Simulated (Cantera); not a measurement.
Feed: 1 mol TiC, 0.039 mol C, 8.4 mol H2, at 1.00 Torr.

Cantera equilibrium calculation (NASA polynomials, part measured and part estimated; ideal gas, pure solids and liquids). Candidate condensed phases: C, C6H6, C7H8, C8H18, Ti, TiC; 89 gas species. Ions and electrons are included (thermal ionisation). Equilibrium is a limit: real reactors are often held back by kinetics, nucleation or transport. All values below are at 4727 °C.

Base state: H 0.854, C 0.0528, e- 0.0428, Ti+ 0.0428, Ti 0.00801, H2 2.35e-5 (mole fractions); condensed: gas only.

Problem. What changes in the equilibrium state with this change: H2 from 8.4 to 2.3 mol?

Solution. 
```tsv
species	before	after
H	0.854	0.626
C	0.0528	0.141
e-	0.0428	0.0959
Ti	0.00801	0.0402
Ti+	0.0428	0.0959
C2	2.48e-6	1.78e-5
H2	2.35e-5	1.26e-5
```

Problem. What changes in the equilibrium state with this change: H2 from 8.4 to 0.06 mol?

Solution. 
```tsv
species	before	after
C	0.0528	0.385
e-	0.0428	0.199
Ti+	0.0428	0.199
H	0.854	0.0445
Ti	0.00801	0.173
H2	2.35e-5	6.40e-8
C2	2.48e-6	0.000132
```
